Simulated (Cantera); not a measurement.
Cantera run, input and output.

```python
import numpy as np
import cantera as ct

gas = ct.Solution("gri30.yaml", transport_model="multicomponent")
show = ['H2', 'C2H2', 'NO']

rows = []
print(f"{'T/K':>7s}{'rho':>11s}{'cp':>10s}{'mu':>11s}{'lambda':>11s}{'Pr':>7s}" + "".join(f"{'D_' + s:>11s}" for s in show))
for T in [400, 550, 700, 850, 1000, 1150, 1300, 1450, 1600]:
    gas.TPX = T, 500000, {'O2': 0.062}
    Pr = gas.cp_mass * gas.viscosity / gas.thermal_conductivity
    D = [gas.mix_diff_coeffs_mole[gas.species_index(s)] for s in show]
    rows.append([gas.density, gas.cp_mass, gas.viscosity, gas.thermal_conductivity, Pr, *D])
    print(f"{T:7g}{gas.density:11.4e}{gas.cp_mass:10.1f}{gas.viscosity:11.4e}"
          f"{gas.thermal_conductivity:11.4e}{Pr:7.3f}" + "".join(f"{d:11.4e}" for d in D))
print("SI units: kg/m3, J/kg/K, Pa s, W/m/K, m2/s")
```

It prints:

```
    T/K        rho        cp         mu     lambda     Pr       D_H2     D_C2H2       D_NO
    400 4.8106e+00     941.4 2.5629e-05 3.3889e-02  0.712 2.6686e-05 5.6754e-06 6.8734e-06
    550 3.4986e+00     987.2 3.2102e-05 4.4601e-02  0.711 4.5566e-05 9.9473e-06 1.1866e-05
    700 2.7489e+00    1031.1 3.7824e-05 5.4934e-02  0.710 6.8139e-05 1.5080e-05 1.7841e-05
    850 2.2638e+00    1064.7 4.3049e-05 6.4608e-02  0.709 9.4103e-05 2.0994e-05 2.4715e-05
   1000 1.9242e+00    1090.2 4.7912e-05 7.3669e-02  0.709 1.2324e-04 2.7633e-05 3.2427e-05
   1150 1.6732e+00    1108.6 5.2496e-05 8.2135e-02  0.709 1.5537e-04 3.4953e-05 4.0930e-05
   1300 1.4802e+00    1124.6 5.6858e-05 9.0286e-02  0.708 1.9036e-04 4.2920e-05 5.0187e-05
   1450 1.3271e+00    1138.7 6.1035e-05 9.8172e-02  0.708 2.2809e-04 5.1506e-05 6.0165e-05
   1600 1.2026e+00    1151.4 6.5055e-05 1.0584e-01  0.708 2.6846e-04 6.0690e-05 7.0840e-05
SI units: kg/m3, J/kg/K, Pa s, W/m/K, m2/s
```

Model: GRI-Mech 3.0 (53 species, 325 reactions), integrated in Cantera.
